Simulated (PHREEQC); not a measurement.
0.57 g of hydrous ferric oxide (600 m²/g; 0.2 weak and 0.005 strong sites per Fe, Dzombak-Morel constants, diffuse double layer) in 1 kg of water with 0.05 mol/kgw of an inert sodium salt and 0.014 mmol/kgw ZnCl2, at 25 °C; the pH is set by adding NaOH or the inert anion's acid. Oxygen is held at 0.21 atm. CO2 from the air is kept out. Precipitation was switched off in this run.

All values are PHREEQC results (ion-association model, wateq4f.dat), not measurements.

| pH | Zn sorbed (%) | surface charge σ (C/m²) | surface potential ψ (mV) |
|---|---|---|---|
| 3 | 0.0 | 0.357 | 169 |
| 3.38 | 0.0 | 0.342 | 167 |
| 3.75 | 0.0 | 0.317 | 163 |
| 4.12 | 0.1 | 0.282 | 157 |
| 4.5 | 0.5 | 0.239 | 149 |
| 4.88 | 2.4 | 0.194 | 139 |
| 5.25 | 9.6 | 0.154 | 127 |
| 5.62 | 29.9 | 0.120 | 114 |
| 6 | 62.5 | 0.090 | 100 |
| 6.38 | 87.1 | 0.065 | 84 |
| 6.75 | 96.7 | 0.046 | 68 |
| 7.12 | 99.3 | 0.030 | 51 |
| 7.5 | 99.8 | 0.017 | 32 |
| 7.88 | 100.0 | 0.007 | 13 |
| 8.25 | 100.0 | -0.003 | -6 |
| 8.62 | 100.0 | -0.013 | -25 |
| 9 | 100.0 | -0.025 | -44 |

The oxide is taken as insoluble; below pH 4 it would dissolve.
